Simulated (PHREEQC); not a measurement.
Make-up at 25 °C: 0.0014 mol H3PO4 and 0.095 mol K2HPO4 per kg of water. Closed to the air; pH follows from the charge balance.

The numbers come from PHREEQC with the ion-association model, phreeqc.dat.

| quantity | before | after |
|---|---|---|
| pH | 8.25 | 8.51 |
| ionic strength (mol/kgw) | 0.268 | 0.0280 |
| HPO4-2 (mol/kgw) | 0.0858 | 0.00917 |
| H3PO4 (mol/kgw) | 1.61e-9 | 1.12e-10 |

### Question
What was changed between the two runs?
A) diluted 10-fold with water
B) 0.003 mol/kgw Na2SO4 added
C) temperature from 25 to 5 °C
D) 0.0011 mol/kgw HBr added
E) 0.019 mol/kgw H2SO4 added

### Answer
A, diluted 10-fold with water

No solid was allowed to form.
